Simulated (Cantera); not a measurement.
A closed system holds: 1 mol CaCl2, 5 mol H2O, a varied amount of H2, held at 248 Torr.

These are equilibrium values from Cantera (NASA tables, ideal gas, pure condensed phases), not measurements of a reactor. Candidate condensed phases: Ca, CaCl2, CaO, Ca(OH)2, H2O; 21 gas species. Mutual solubility and eutectic melting of coexisting phases are not modelled. Condensed phases not in the tables: oxide chlorides. Kinetics and transport are ignored.

Stable condensed phases, one row left out:

```
T in K \ n(H2) in mol
         0.29 0.42 0.62 0.92  1.4    2    3  4.4  6.5  9.6   14   21
   1948     A    A    A    A    A    A    A    A    A    A    A    A
   1873     A    A    A    A    A    A    A    A    A    A    A    A
   1798     A    A    A    A    A    A    A    A    A    A    A    A
   1723     A    A    A    A    A    A    A    A    A    A    A    A
   1648     B    B    B    B    A    A    A    A    A    A    A    A
   1573     B    B    B    B    B    B    B    B    B    A    A    A
   1423     B    B    B    B    B    B    B    B    B    B    B    B
   1348     B    B    B    B    B    B    B    B    B    B    B    B
   1273     B    B    B    B    B    B    B    B    B    B    B    B
```

A: CaO; B: CaCl2 + CaO.

Problem. Give the row for 1498 K.

Solution. 0.29: CaCl2 + CaO; 0.42: CaCl2 + CaO; 0.62: CaCl2 + CaO; 0.92: CaCl2 + CaO; 1.4: CaCl2 + CaO; 2: CaCl2 + CaO; 3: CaCl2 + CaO; 4.4: CaCl2 + CaO; 6.5: CaCl2 + CaO; 9.6: CaCl2 + CaO; 14: CaCl2 + CaO; 21: CaCl2 + CaO.
